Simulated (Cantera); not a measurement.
A freely propagating, adiabatic, planar premixed flame of H2 : O2 : N2 : H2O = 1 : 0.278 : 1.04 : 0.07 (molar parts), equivalence ratio 1.8, unburnt at 550 K and 1280 Torr; mixture-averaged transport, grid criteria slope 0.08 and curve 0.16, no radiation.

Computed with Cantera and the H2/O2 subset of GRI-Mech 3.0, which has no nitrogen chemistry. Burning velocities carry a grid error of a few per cent, more on coarse grids.

What does this change do: O2 0.278 to 0.21 parts?


```csv
quantity,before,after
laminar burning velocity,779 cm/s,560 cm/s
thermal thickness,0.211 mm,0.225 mm
peak x(H2O2),2.94e-5,2.33e-5
peak x(OH),0.00672,0.00172
peak x(H),0.0734,0.0488
```

What does this change do: H2 1 to 1.3 parts?


```json
[
 {"quantity": "laminar burning velocity", "before": "779 cm/s", "after": "730 cm/s"},
 {"quantity": "thermal thickness", "before": "0.211 mm", "after": "0.218 mm"},
 {"quantity": "peak x(H2O2)", "before": "2.94e-5", "after": "2.35e-5"},
 {"quantity": "peak x(OH)", "before": "0.00672", "after": "0.00287"},
 {"quantity": "peak x(H)", "before": "0.0734", "after": "0.0663"}
]
```
